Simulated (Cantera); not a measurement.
Cantera run, input and output.

```python
import numpy as np
import cantera as ct

gas = ct.Solution("gri30.yaml")
gas.TPX = 700, 140000, {'CH4': 1, 'C2H6': 1, 'O2': 5, 'N2': 14}
flame = ct.FreeFlame(gas, width=0.032)
flame.set_refine_criteria(ratio=3, slope=0.08, curve=0.16)
flame.transport_model = "mixture-averaged"
flame.solve(loglevel=0, auto=True)
flame.transport_model = "multicomponent"
flame.soret_enabled = False
flame.solve(loglevel=0, refine_grid=True)
z, T = flame.grid, flame.T
thick = (T[-1] - T[0]) / np.gradient(T, z).max()
show = ['CH4', 'C2H6', 'O2', 'C2H4', 'H2', 'NO']
print(f"laminar burning velocity  {flame.velocity[0] * 100:.3f} cm/s")
print(f"burnt temperature         {T[-1]:.1f} K")
print(f"thermal thickness         {thick * 1e3:.4f} mm")
print(f"grid points               {len(z)}")
z0 = z[flame.heat_release_rate.argmax()]
print(f"{'z/mm':>9s}{'T/K':>9s}{'u/(m/s)':>9s}" + "".join(f"{s:>11s}" for s in show))
rows = []
for k in (-3, -2, -1.5, -1, -0.5, -0.25, 0, 0.25, 0.5, 1, 2, 4, 8):
    zz = z0 + k * thick
    rows.append([k * thick, np.interp(zz, z, T), np.interp(zz, z, flame.velocity),
                 *(np.interp(zz, z, flame.X[gas.species_index(s)]) for s in show)])
    print(f"{rows[-1][0] * 1e3:9.3f}{rows[-1][1]:9.1f}{rows[-1][2]:9.3f}" + "".join(f"{x:11.3e}" for x in rows[-1][3:]))
```

Result:

```
laminar burning velocity  246.240 cm/s
burnt temperature         2630.0 K
thermal thickness         0.1635 mm
grid points               157
     z/mm      T/K  u/(m/s)        CH4       C2H6         O2       C2H4         H2         NO
   -0.490    700.1    2.466  4.756e-02  4.756e-02  2.378e-01  2.141e-07  1.292e-03  2.819e-10
   -0.327    701.3    2.476  4.739e-02  4.743e-02  2.370e-01  4.051e-06  4.049e-03  4.072e-09
   -0.245    707.2    2.507  4.706e-02  4.721e-02  2.355e-01  3.132e-05  7.752e-03  2.531e-08
   -0.163    754.7    2.701  4.560e-02  4.612e-02  2.295e-01  3.466e-04  1.545e-02  2.346e-07
   -0.082   1145.5    4.225  3.610e-02  3.325e-02  1.902e-01  3.612e-03  2.987e-02  3.193e-06
   -0.041   1595.6    6.051  2.306e-02  1.272e-02  1.393e-01  5.942e-03  3.752e-02  8.822e-06
    0.000   2015.9    7.812  7.584e-03  7.547e-04  8.211e-02  2.463e-03  3.876e-02  2.015e-05
    0.041   2217.8    8.641  1.017e-03  4.195e-06  4.590e-02  1.794e-04  3.272e-02  3.716e-05
    0.082   2274.5    8.846  7.403e-05  6.776e-09  3.022e-02  4.519e-06  2.799e-02  5.187e-05
    0.163   2316.5    8.956  2.827e-07  7.798e-14  2.151e-02  1.904e-09  2.628e-02  6.763e-05
    0.327   2369.9    9.110  4.734e-11 -1.670e-16  1.823e-02  2.895e-14  2.620e-02  8.672e-05
    0.654   2439.7    9.331  7.021e-15  5.370e-17  1.592e-02  3.543e-16  2.480e-02  1.246e-04
    1.308   2520.8    9.587  2.817e-15 -5.794e-17  1.329e-02 -5.212e-16  2.265e-02  2.051e-04
```

Cantera simulation using GRI-Mech 3.0 (53 species, 325 reactions); the numbers are that mechanism's predictions, not measurements. Burning velocities carry a grid error of a few per cent, more on coarse grids.
